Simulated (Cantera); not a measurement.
Gas mixture: N₂ : CH₄ : H₂O = 0.45 : 0.45 : 0.11 (molar parts), at 4.93 atm, frozen composition.

Cantera's kinetic-theory transport with the Lennard-Jones parameters of GRI-Mech 3.0, ideal gas; thermal conductivity in the multicomponent form. Polar gases are described roughly by these parameters. The composition is frozen, though it would react at the higher temperatures.

One state of this run: ρ (kg/m³) = 0.787; cp (J/kg/K) = 2912; μ (µPa s) = 49.6; λ (mW/m/K) = 204; Pr = 0.706; D (cm²/s) N₂ = 0.858; D (cm²/s) H = 4.51; D (cm²/s) CH₄ = 0.865. D: mixture-averaged diffusion coefficient of that species in the mixture.

Problem. Which value of T (K) does it belong to?
A) 1400
B) 1900
C) 900
D) 1650

Solution. D, 1650
